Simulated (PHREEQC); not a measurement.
Solution (25 °C): 0.061 mol HF and 6.8e-05 mol (CH3)4NF per kg of water. Closed to the air; pH follows from the charge balance.

Equilibrium calculation in PHREEQC: ion-association model, phreeqc.dat.

```json
{
  "pH": "2.19",
  "ionic_strength": "0.00712 mol/kgw",
  "total_alkalinity": "-61.0 meq/kg"
}
```

```json
[
 {"species": "HF", "molality": "0.0527", "activity": "0.0528", "log γ": "0.001"},
 {"species": "H+", "molality": "0.00705", "activity": "0.00651", "log γ": "-0.034"},
 {"species": "F-", "molality": "0.00592", "activity": "0.00541", "log γ": "-0.039"},
 {"species": "HF2-", "molality": "0.00120", "activity": "0.00110", "log γ": "-0.039"},
 {"species": "(CH3)4N+", "molality": "6.80e-5", "activity": "6.22e-5", "log γ": "-0.039"}
]
```

Precipitation was switched off in this run. (CH3)4N+ isn't in the database: it is added as a free cation with an ion size of 4 Å.
